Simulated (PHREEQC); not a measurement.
A solution holds 0.00022 mol/kgw HF, 1e-05 mol/kgw NaF and 2.6e-09 mol/kgw H4SiO4, at 86 °C. Closed to the air; pH follows from the charge balance.

Computed with PHREEQC (ion-association model, phreeqc.dat).

This is a speciation only: nothing precipitates in the calculation.

Task: Predict the pH, ionic strength.

Result: pH 3.89; ionic strength 0.000140 mol/kgw.

Task: In which forms is F present?

Result: F- 61 %, HF 39 % of the F.

Complexes and solids missing from the database can't appear. At this temperature some constants are extrapolated from 25 °C, and those without enthalpy data are left unchanged. SiF6-2 is the database's only silicon fluoride.
